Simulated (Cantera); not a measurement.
Cantera run, input and output.

```python
import numpy as np
import cantera as ct

gas = ct.Solution("h2o2.yaml")
gas.TPX = 1375, 22000, {'H2': 0.87, 'O2': 1, 'N2': 4.7}
reactor = ct.IdealGasConstPressureReactor(gas, energy="off", clone=False)
net = ct.ReactorNet([reactor])
net.rtol, net.atol = 1e-08, 1e-18
show = ['H2', 'O2', 'O', 'H2O2', 'OH', 'H', 'H2O']
times = np.geomspace(0.0002, 20, 14)

steps = ct.SolutionArray(gas, extra=["t"])
rows = []
print(f"{'t/s':>10s}{'T/K':>9s}{'P/Pa':>11s}" + "".join(f"{s:>11s}" for s in show))
for t in times:
    while net.time < t:
        t_next = net.step()
        steps.append(gas.state, t=t_next)
    rows.append([np.interp(t, steps.t, y) for y in (steps.T, steps.P, *steps(*show).X.T)])
    print(f"{t:10.3e}{rows[-1][0]:9.1f}{rows[-1][1]:11.4g}" + "".join(f"{x:11.3e}" for x in rows[-1][2:]))
rate = np.gradient(steps.T, steps.t)
print("integrator steps:", len(steps.t))
if steps.T.max() > steps.T[0] + 200:
    print(f"time of steepest temperature rise: {steps.t[rate.argmax()]:.4e} s")
gas.TPX = 1375, 22000, {'H2': 0.87, 'O2': 1, 'N2': 4.7}
gas.equilibrate("TP")
print(f"equilibrium (TP): T = {gas.T:.1f} K  " + "  ".join(f"{s} {gas[s].X[0]:.3e}" for s in show))
```

Output:

```
       t/s      T/K       P/Pa         H2         O2          O       H2O2         OH          H        H2O
 2.000e-04   1375.0    2.2e+04  1.242e-02  9.150e-02  2.263e-02  9.955e-07  6.798e-03  4.417e-02  9.647e-02
 4.849e-04   1375.0    2.2e+04  8.047e-03  9.109e-02  1.205e-02  1.126e-06  5.436e-03  1.887e-02  1.180e-01
 1.176e-03   1375.0    2.2e+04  2.705e-03  9.111e-02  3.529e-03  9.134e-07  3.092e-03  3.143e-03  1.351e-01
 2.850e-03   1375.0    2.2e+04  4.560e-04  9.168e-02  5.674e-04  4.072e-07  1.244e-03  2.026e-04  1.405e-01
 6.910e-03   1375.0    2.2e+04  6.935e-05  9.195e-02  8.696e-05  1.352e-07  4.896e-04  1.215e-05  1.415e-01
 1.675e-02   1375.0    2.2e+04  1.416e-05  9.203e-02  1.835e-05  4.542e-08  2.256e-04  1.172e-06  1.417e-01
 4.062e-02   1375.0    2.2e+04  3.853e-06  9.206e-02  5.137e-06  1.653e-08  1.194e-04  1.728e-07  1.417e-01
 9.848e-02   1375.0    2.2e+04  1.289e-06  9.208e-02  1.749e-06  6.582e-09  6.967e-05  3.431e-08  1.418e-01
 2.388e-01   1375.0    2.2e+04  5.352e-07  9.208e-02  7.301e-07  3.072e-09  4.499e-05  9.329e-09  1.418e-01
 5.789e-01   1375.0    2.2e+04  3.316e-07  9.208e-02  4.493e-07  2.037e-09  3.528e-05  4.577e-09  1.418e-01
 1.403e+00   1375.0    2.2e+04  3.070e-07  9.209e-02  4.148e-07  1.908e-09  3.389e-05  4.078e-09  1.418e-01
 3.403e+00   1375.0    2.2e+04  3.067e-07  9.209e-02  4.145e-07  1.907e-09  3.388e-05  4.073e-09  1.418e-01
 8.249e+00   1375.0    2.2e+04  3.067e-07  9.209e-02  4.145e-07  1.907e-09  3.388e-05  4.073e-09  1.418e-01
 2.000e+01   1375.0    2.2e+04  3.067e-07  9.209e-02  4.145e-07  1.907e-09  3.388e-05  4.073e-09  1.418e-01
integrator steps: 1820
equilibrium (TP): T = 1375.0 K  H2 3.067e-07  O2 9.209e-02  O 4.145e-07  H2O2 1.907e-09  OH 3.388e-05  H 4.073e-09  H2O 1.418e-01
```

Detailed kinetics in Cantera: the H2/O2 subset of GRI-Mech 3.0, which has no nitrogen chemistry. The temperature is held fixed by assumption; the heat of reaction is taken as removed at once.
